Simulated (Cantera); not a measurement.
A perfectly stirred reactor is fed with 2.22 % C2H6, 97.8 % N2, at 21.0 Torr; it is held at 1448 K, and followed from long to short residence time.

Detailed kinetics in Cantera: GRI-Mech 3.0 (53 species, 325 reactions). GRI-Mech 3.0 stops at C3 and has no aromatics, soot or wall deposition, so with more carbon than oxygen in the feed, carbon stays in small species such as C2H2 where larger ones or solid carbon would form. Radical loss at walls, strong at low pressure, is not modelled.

Task: Predict: x(C2H6) at τ = 1.30 s; x(C2H2) at τ = 1.30 s; x(H2) at τ = 1.30 s; x(CH3) at τ = 1.30 s; x(C2H4) at τ = 1.30 s; x(C2H6) at τ = 41.0 ms; x(C2H2) at τ = 41.0 ms; x(H2) at τ = 41.0 ms; x(CH3) at τ = 41.0 ms; x(C2H4) at τ = 41.0 ms.

Result: x(C2H6) at τ = 1.30 s: 0.000102
x(C2H2) at τ = 1.30 s: 0.0187
x(H2) at τ = 1.30 s: 0.0359
x(CH3) at τ = 1.30 s: 0.000166
x(C2H4) at τ = 1.30 s: 0.000514
x(C2H6) at τ = 41.0 ms: 0.00212
x(C2H2) at τ = 41.0 ms: 0.0103
x(H2) at τ = 41.0 ms: 0.0233
x(CH3) at τ = 41.0 ms: 0.000734
x(C2H4) at τ = 41.0 ms: 0.00580
